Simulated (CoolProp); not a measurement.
Vapour-liquid equilibrium of dimethyl ether (1) + R227EA (2) at 321 K; x and y are mole fractions of (1).

Computed with CoolProp (multi-fluid Helmholtz-energy mixture model, Wu 2011 and Lemmon 2016; pair parameters Bell 2016).

Give the bubble pressure and the first vapour's composition at x = 0.15, 0.75, 0.95. Is there an azeotrope?

x = 0.15: 7.805 bar, y = 0.106; x = 0.75: 9.087 bar, y = 0.845; x = 0.95: 10.49 bar, y = 0.975. y crosses x between x = 0.25 and 0.35: the model has an azeotrope there.

The pair parameters rest on a limited set of measurements; away from them the model extrapolates.
